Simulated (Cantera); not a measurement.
An adiabatic, constant-pressure homogeneous reactor starts with CH4 : CO : O2 : N2 : CO2 = 1 : 0.18 : 1.9 : 7.14 : 0.56 (molar parts), equivalence ratio 1.1, at 1025 K and 99000 Pa. Integrator tolerance rtol = 1e-08.

Cantera simulation using GRI-Mech 3.0 (53 species, 325 reactions); the numbers are that mechanism's predictions, not measurements.

Question: What does this change do: initial temperature 1025 to 1175 K?

Answer: 
| quantity | before | after |
|---|---|---|
| temperature at 0.300 s | 1026 K | 2550 K |
| equilibrium temperature | 2487 K | 2550 K |
| x(CH4) at 0.300 s | 0.0926 (gas-phase equilibrium <1e-12) | <1e-12 (gas-phase equilibrium <1e-12) |
| x(CO) at 0.300 s | 0.0167 (gas-phase equilibrium 0.0456) | 0.0513 (gas-phase equilibrium 0.0513) |
| x(O2) at 0.300 s | 0.176 (gas-phase equilibrium 0.00729) | 0.00978 (gas-phase equilibrium 0.00978) |
| x(H2O) at 0.300 s | 0.000115 (gas-phase equilibrium 0.165) | 0.161 (gas-phase equilibrium 0.161) |
| x(C2H4) at 0.300 s | 5.47e-7 (gas-phase equilibrium <1e-12) | <1e-12 (gas-phase equilibrium <1e-12) |
| x(OH) at 0.300 s | 4.20e-10 (gas-phase equilibrium 0.00774) | 0.00998 (gas-phase equilibrium 0.00998) |
| time of steepest temperature rise | not reached | 88.1 ms |

Question: What does this change do: initial temperature 1025 to 1125 K?

Answer: 
| quantity | before | after |
|---|---|---|
| temperature at 0.300 s | 1026 K | 2529 K |
| equilibrium temperature | 2487 K | 2529 K |
| x(CH4) at 0.300 s | 0.0926 (gas-phase equilibrium <1e-12) | <1e-12 (gas-phase equilibrium <1e-12) |
| x(CO) at 0.300 s | 0.0167 (gas-phase equilibrium 0.0456) | 0.0494 (gas-phase equilibrium 0.0494) |
| x(O2) at 0.300 s | 0.176 (gas-phase equilibrium 0.00729) | 0.00894 (gas-phase equilibrium 0.00894) |
| x(H2O) at 0.300 s | 0.000115 (gas-phase equilibrium 0.165) | 0.162 (gas-phase equilibrium 0.162) |
| x(C2H4) at 0.300 s | 5.47e-7 (gas-phase equilibrium <1e-12) | <1e-12 (gas-phase equilibrium <1e-12) |
| x(OH) at 0.300 s | 4.20e-10 (gas-phase equilibrium 0.00774) | 0.00921 (gas-phase equilibrium 0.00921) |
| time of steepest temperature rise | not reached | 0.193 s |
